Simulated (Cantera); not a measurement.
**Pyrogenic steam for wet oxidation**

An isothermal, constant-pressure homogeneous reactor starts with H₂ : O₂ : N₂ = 1.7 : 1 : 4.5 (molar parts), equivalence ratio 0.85, at 1000 K and 143 Torr.

Detailed kinetics in Cantera: GRI-Mech 3.0 (53 species, 325 reactions). The temperature is held fixed by assumption; the heat of reaction is taken as removed at once.

| t (s) | x H₂ | x O₂ | x H | x N₂O | x H₂O | x NO₂ |
|---|---|---|---|---|---|---|
| 2.00e-5 | 0.236 | 0.139 | 9.72e-11 | <1e-12 | 1.79e-11 | <1e-12 |
| 0.000103 | 0.236 | 0.139 | 1.37e-9 | <1e-12 | 1.25e-9 | <1e-12 |
| 0.000528 | 0.236 | 0.139 | 1.30e-5 | <1e-12 | 1.71e-5 | <1e-12 |
| 0.00271 | 0.00452 | 0.0258 | 0.00112 | 1.11e-8 | 0.262 | 5.99e-10 |
| 0.0139 | 0.000413 | 0.0238 | 9.00e-6 | 1.44e-8 | 0.267 | 2.44e-8 |
| 0.0717 | 3.98e-5 | 0.0236 | 2.04e-7 | 1.53e-8 | 0.268 | 1.39e-7 |
| 0.368 | 1.18e-6 | 0.0236 | 2.33e-9 | 1.55e-8 | 0.268 | 1.48e-7 |
| 1.89 | 1.76e-8 | 0.0236 | 3.27e-11 | 1.56e-8 | 0.268 | 3.16e-8 |
| 9.73 | 2.68e-9 | 0.0236 | 2.54e-12 | 1.55e-8 | 0.268 | 8.35e-9 |
| 50.0 | 6.04e-10 | 0.0236 | <1e-12 | 1.48e-8 | 0.268 | 7.57e-9 |
x: mole fraction; the columns are a selection and need not sum to one.

Equilibrium at this temperature and pressure: H₂ 3.52e-10, O₂ 0.0236, H <1e-12, N₂O 3.40e-10, H₂O 0.268, NO₂ 7.84e-8 (gas phase only).
